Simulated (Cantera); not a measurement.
An isothermal, constant-pressure homogeneous reactor starts with CH4 : H2O : N2 = 1 : 2.3 : 0.3 (molar parts), at 1200 K and 10.0 bar.

Computed with Cantera and GRI-Mech 3.0 (53 species, 325 reactions).

x: mole fraction; the columns are a selection and need not sum to one.

```
t (s)     x CH4  x H2O     x O    x C2H2    x CH2O   x CH2CO    x C2H6
--------  -----  -----  ------  --------  --------  --------  --------
0.000200  0.278  0.639  <1e-12    <1e-12    <1e-12    <1e-12  5.85e-10
0.000659  0.278  0.639  <1e-12    <1e-12  2.78e-12    <1e-12   1.82e-8
0.00217   0.278  0.639  <1e-12    <1e-12  4.30e-11    <1e-12   2.77e-7
0.00717   0.278  0.639  <1e-12  7.44e-12  2.41e-10    <1e-12   1.45e-6
0.0236    0.278  0.639  <1e-12  1.39e-10   1.08e-9    <1e-12   5.27e-6
0.0779    0.278  0.639  <1e-12   3.12e-9   5.50e-9    <1e-12   1.74e-5
0.257     0.278  0.639  <1e-12         ?         ?  6.85e-12         ?
0.847     0.277  0.639  <1e-12   3.15e-6   1.06e-7  6.42e-10  0.000112
2.79      0.276  0.638  <1e-12   6.96e-5   1.50e-7   2.86e-8  0.000137
9.20      0.273  0.637  <1e-12         ?         ?         ?  0.000134
30.3      0.261  0.633  <1e-12   0.00217   2.33e-7   1.36e-6  0.000195
100       0.237  0.623  <1e-12   0.00273   2.45e-7   1.94e-6  0.000809
```

Complete the blanks.


- 0.257, x C2H2: 9.44e-8
- 0.257, x CH2O: 3.04e-8
- 0.257, x C2H6: 5.14e-5
- 9.20, x C2H2: 0.000698
- 9.20, x CH2O: 1.76e-7
- 9.20, x CH2CO: 4.14e-7
